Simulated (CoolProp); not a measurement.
Toluene at several states: Z from the reference equation and from simpler models built on Tc = 318.6 °C, pc = 4126 kPa, ω = 0.266; each cubic takes its own stable root.

The numbers come from the reference Helmholtz-energy equation of state, Lemmon 2006 in CoolProp. It is a short technical equation, of lower accuracy than the large ones.

```csv
T (°C),p (kPa),phase,reference
-8.75,4820,liquid,0.2253
-28.15,316,liquid,0.01568
318.65,38.1,gas,0.9966
194.95,12.2,gas,0.9976
45.65,439,liquid,0.01810
```

Problem. How far does each simpler model (van der Waals, Redlich-Kwong, Soave-Redlich-Kwong, Peng-Robinson) lie from the reference over these 5 states: mean and median of the absolute difference, and the worst?

Solution. 
- van der Waals: mean 42.4 %, median 69.9 %, worst +71.9 % at -28.15 °C and 316 kPa
- Redlich-Kwong: mean 9.1 %, median 14.9 %, worst +15.4 % at -28.15 °C and 316 kPa
- Soave-Redlich-Kwong: mean 7.8 %, median 12.0 %, worst +13.8 % at -28.15 °C and 316 kPa
- Peng-Robinson: mean 0.6 %, median 0.6 %, worst +1.5 % at -28.15 °C and 316 kPa
